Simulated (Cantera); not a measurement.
Input: 1 mol BF3, 0.58 mol O2, 0.17 mol H2, equilibrated at 0.000970 bar.

Equilibrium computed with Cantera from the NASA thermochemical tables; the gas is ideal and each condensed phase is pure. Candidate condensed phases: B, B2O3, B3O3H3, H2O; 43 gas species. The tables' values for BF2 are old estimates; treat these amounts as uncertain. Rates play no part.

### Question
At 2000 °C, list the 4 most abundant gas species with their mole fractions, and the condensed phases.

### Answer
BF3 0.254, F 0.222, BOF 0.185, HF 0.150. Condensed: gas only.
